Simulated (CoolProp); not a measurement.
Methane at 271.74 K and 0.138 MPa is compressed adiabatically to 0.394 MPa with isentropic efficiency 0.9. Each further row changes one setting.

The numbers come from the reference Helmholtz-energy equation of state, Setzmann 1991 in CoolProp.

| case | work (kJ/kg) | final temperature (K) | final density (kg/m³) |
|---|---|---|---|
| as stated | 185 | (withheld) | 2.15 |
| efficiency 1 | 167 | 346.3 | (withheld) |
| efficiency 0.65 | (withheld) | (withheld) | 1.99 |

Fill in the missing entries.


- as stated, final temperature (K): 354.1
- efficiency 1, final density (kg/m³): 2.20
- efficiency 0.65, work (kJ/kg): 257
- efficiency 0.65, final temperature (K): 383.3
